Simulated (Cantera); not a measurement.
Equilibrium for silicon carbide growth: CH₃SiCl₃ + HCl + H₂

A closed system holds: 1 mol CH₃SiCl₃, 2.8 mol HCl, 34 mol H₂, equilibrated at 1950 K.

Cantera equilibrium calculation (NASA polynomials, part measured and part estimated; ideal gas, pure solids and liquids). Candidate condensed phases: C, C₆H₆, C₇H₈, C₈H₁₈, Si, SiC; 109 gas species. The feed counts by its element totals alone. The tables' values for SiCl, SiCl₃ are old estimates; treat these amounts as uncertain. Kinetics and transport are ignored.

From 1.00 mbar to 1.00 bar the condensed part is C(graphite) + SiC(s). The main Si-bearing gas is SiCl₂ throughout.

```tsv
P (Pa)	x H₂	x HCl	x H	x Cl	n C(graphite)	n SiC(s)
100	0.825	0.134	0.0329	0.00400	0.117	0.842
270	0.837	0.136	0.0202	0.00246	0.0877	0.874
720	0.845	0.138	0.0124	0.00152	0.0765	0.886
1900	0.849	0.139	0.00766	0.000939	0.0721	0.890
5200	0.852	0.139	0.00464	0.000569	0.0701	0.892
14000	0.854	0.140	0.00283	0.000347	0.0686	0.892
37000	0.855	0.140	0.00174	0.000214	0.0660	0.891
100000	0.855	0.140	0.00106	0.000130	0.0587	0.889
```
x: gas mole fraction; n: condensed amount in mol.
